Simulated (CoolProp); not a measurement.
Vapour-liquid equilibrium of n-butane (1) + benzene (2) at 63.65 °C; x and y are mole fractions of (1).

Values from CoolProp's multi-fluid Helmholtz-energy mixture model, Bücker 2006 and Thol 2012; pair parameters Bell 2016.

| x | bubble pressure, mixture model (bar) | bubble pressure, Raoult's law (bar) | y, mixture model | y, Raoult's law |
|---|---|---|---|---|
| 0.05 | 0.9867 | 0.9124 | 0.419 | 0.382 |
| 0.2 | 2.163 | 1.869 | 0.766 | 0.746 |
| 0.35 | 3.239 | 2.826 | 0.864 | 0.863 |
| 0.5 | 4.171 | 3.782 | 0.911 | 0.922 |
| 0.65 | 4.990 | 4.739 | 0.941 | 0.956 |
| 0.8 | 5.777 | 5.696 | 0.965 | 0.979 |
| 0.95 | 6.643 | 6.652 | 0.990 | 0.996 |

The largest gap from Raoult's law is +15.7 % in bubble pressure, at x = 0.2. No azeotrope shows between x = 0.05 and 0.95.

The pair parameters rest on a limited set of measurements; away from them the model extrapolates.
